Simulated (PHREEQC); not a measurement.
Solution (25 °C): 0.02 mol/kgw NaH2PO4. Closed to the air; pH follows from the charge balance.

The numbers come from PHREEQC with the ion-association model, phreeqc.dat.

This is a speciation only: nothing precipitates in the calculation.

Q: What pH, specific conductance, ionic strength does the model give?

A: pH 4.64; specific conductance 1500 µS/cm; ionic strength 0.0201 mol/kgw.
